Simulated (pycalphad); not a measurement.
**Effect of Al content in Si-Al**

CALPHAD calculation (pycalphad, COST 507 light-alloy database (1999)), 1 atm. The database dates from 1999; later assessments differ in places, in temperatures and in the compounds included. Amounts are mole fractions of atoms.

```json
[
 {"alloy": "Si-5.324Al (wt.%)", "liquidus (K)": "1661", "first solid": "DIAMOND_A4", "solidus (K)": "850", "phases at 1000 K": "DIAMOND_A4 0.93, LIQUID 0.07"},
 {"alloy": "Si-10.66Al (wt.%)", "liquidus (K)": "1633", "first solid": "DIAMOND_A4", "solidus (K)": "850", "phases at 1000 K": "DIAMOND_A4 0.86, LIQUID 0.14"},
 {"alloy": "Si-16.03Al (wt.%)", "liquidus (K)": "1602", "first solid": "DIAMOND_A4", "solidus (K)": "850", "phases at 1000 K": "DIAMOND_A4 0.79, LIQUID 0.21"},
 {"alloy": "Si-21.42Al (wt.%)", "liquidus (K)": "1569", "first solid": "DIAMOND_A4", "solidus (K)": "850", "phases at 1000 K": "DIAMOND_A4 0.72, LIQUID 0.28"},
 {"alloy": "Si-32.27Al (wt.%)", "liquidus (K)": "1489", "first solid": "DIAMOND_A4", "solidus (K)": "850", "phases at 1000 K": "DIAMOND_A4 0.57, LIQUID 0.43"},
 {"alloy": "Si-65.4Al (wt.%)", "liquidus (K)": "1151", "first solid": "DIAMOND_A4", "solidus (K)": "850", "phases at 1000 K": "LIQUID 0.85, DIAMOND_A4 0.15"}
]
```

DIAMOND_A4 is diamond (Si).
